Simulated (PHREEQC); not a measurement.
A solution holds 0.25 mol/kgw CuSO4 and 0.00085 mol/kgw HBF4, at 20 °C. Closed to the air; pH follows from the charge balance.

All values are PHREEQC results (ion-association model, phreeqc.dat), not measurements.

| Property | Value |
|---|---|
| pH | 3.24 |
| ionic strength | 0.470 mol/kgw |
| activity of water | 0.994 |
| specific conductance | 14800 µS/cm |
| density | 1.037 g/cm³ |
| total alkalinity | -3.40 meq/kg |

```tsv
species	molality	activity	log γ
CuSO4	0.132	0.147	0.047
Cu+2	0.117	0.0301	-0.591
SO4-2	0.116	0.0248	-0.672
HSO4-	0.00170	0.00125	-0.134
F-	0.00161	0.00103	-0.194
H3BO3	0.000751	0.000836	0.047
```

This is a speciation only: nothing precipitates in the calculation. Complexes and solids missing from the database can't appear. Real BF4- forms and hydrolyses slowly; the run takes it at equilibrium.
